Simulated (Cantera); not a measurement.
Input (Python, Cantera) and output of one run.

```python
import numpy as np
import cantera as ct

gas_names = [...]  # 151 gases of nasa_gas.yaml made of C, H, N, O, Si
cond_names = """
    C(gr) C6H6(L) C7H8(L) C8H18(L),n-octa H2O(s) H2O(L) Si(cr) Si(L) SiC(b) SiO2(Lqz) SiO2(hqz) SiO2(L)
    Si2N2O(s) Si3N4(a)
""".split()


# ... load() reads the species with a 1 bar reference pressure and builds the phases ...
atoms = {
    'HMDSO': {'Si': 2, 'C': 6, 'H': 18, 'O': 1},
    'NO': {'N': 1, 'O': 1},
}
top_T = {'C(gr)': 4500, 'SiC(b)': 3050, 'Si2N2O(s)': 2100, 'Si3N4(a)': 2400}  # K; cautious upper limits of use, not melting points


# ... equilibrate(T, P, feed) seeds the gas with the atoms and calls Mixture.equilibrate('TP', solver="vcs", rtol=1e-11, max_steps=5000) ...
results = []
feed = {'HMDSO': 1, 'NO': 0.84}  # mol
P = 7.6  # Pa
for T in [925, 950, 975, 1000, 1025, 1050, 1075, 1100, 1125, 1150, 1175, 1200, 1225]:
    mix = equilibrate(T, P, feed)
    results.append((T, P, feed, dict(zip(mix.species_names, mix.species_moles))))
    x = sorted(zip(gas.X, gas.species_names), reverse=True)
    print(f"T = {T:g} K  P = {P:g} Pa  gas = {mix.phase_moles(0):.4g} mol")
    print("   x: " + "  ".join(f"{s} {v:.3e}" for v, s in x if v > 0.001))
    print("   condensed (mol): " + ("  ".join(f"{mix.phase(i).name} {mix.phase_moles(i):.4g}"
          for i in range(1, mix.n_phases) if mix.phase_moles(i) > 1e-12) or "none"))
```

Output:

```
T = 925 K  P = 7.6 Pa  gas = 9.001 mol
   x: H2 9.999e-01
   condensed (mol): C(gr) 5.549  SiC(b) 0.4504  SiO2(hqz) 0.7096  Si2N2O(s) 0.42
T = 950 K  P = 7.6 Pa  gas = 9.002 mol
   x: H2 9.997e-01
   condensed (mol): C(gr) 5.547  SiC(b) 0.4511  SiO2(hqz) 0.7089  Si2N2O(s) 0.42
T = 975 K  P = 7.6 Pa  gas = 9.006 mol
   x: H2 9.993e-01
   condensed (mol): C(gr) 5.541  SiC(b) 0.4529  SiO2(hqz) 0.7071  Si2N2O(s) 0.42
T = 1000 K  P = 7.6 Pa  gas = 9.015 mol
   x: H2 9.983e-01  CO 1.643e-03
   condensed (mol): C(gr) 5.528  SiC(b) 0.4574  SiO2(hqz) 0.7026  Si2N2O(s) 0.42
T = 1025 K  P = 7.6 Pa  gas = 9.036 mol
   x: H2 9.960e-01  CO 4.007e-03
   condensed (mol): C(gr) 5.496  SiC(b) 0.4681  SiO2(hqz) 0.6919  Si2N2O(s) 0.42
T = 1050 K  P = 7.6 Pa  gas = 9.085 mol
   x: H2 9.906e-01  CO 9.364e-03
   condensed (mol): C(gr) 5.422  SiC(b) 0.4926  SiO2(hqz) 0.6675  Si2N2O(s) 0.42
T = 1075 K  P = 7.6 Pa  gas = 9.193 mol
   x: H2 9.790e-01  CO 2.102e-02
   condensed (mol): C(gr) 5.26  SiC(b) 0.5468  SiO2(hqz) 0.6134  Si2N2O(s) 0.4199
T = 1100 K  P = 7.6 Pa  gas = 9.429 mol
   x: H2 9.545e-01  CO 4.545e-02
   condensed (mol): C(gr) 4.907  SiC(b) 0.6646  SiO2(hqz) 0.4958  Si2N2O(s) 0.4197
T = 1125 K  P = 7.6 Pa  gas = 9.945 mol
   x: H2 9.050e-01  CO 9.491e-02
   condensed (mol): C(gr) 4.133  SiC(b) 0.9229  SiO2(hqz) 0.2383  Si2N2O(s) 0.4193
T = 1150 K  P = 7.6 Pa  gas = 10.43 mol
   x: H2 8.633e-01  CO 1.364e-01
   condensed (mol): C(gr) 3.413  SiC(b) 1.165  Si2N2O(s) 0.4174
T = 1175 K  P = 7.6 Pa  gas = 10.44 mol
   x: H2 8.618e-01  CO 1.370e-01  N2 1.126e-03
   condensed (mol): C(gr) 3.386  SiC(b) 1.183  Si2N2O(s) 0.4082
T = 1200 K  P = 7.6 Pa  gas = 10.52 mol
   x: H2 8.556e-01  CO 1.396e-01  N2 4.701e-03
   condensed (mol): C(gr) 3.273  SiC(b) 1.258  Si2N2O(s) 0.3705
T = 1225 K  P = 7.6 Pa  gas = 10.8 mol
   x: H2 8.332e-01  CO 1.490e-01  N2 1.764e-02
   condensed (mol): C(gr) 2.85  SiC(b) 1.54  Si2N2O(s) 0.2294
```

Equilibrium computed with Cantera from the NASA thermochemical tables; the gas is ideal and each condensed phase is pure. The feed counts by its element totals alone. Mutual solubility and eutectic melting of coexisting phases are not modelled.
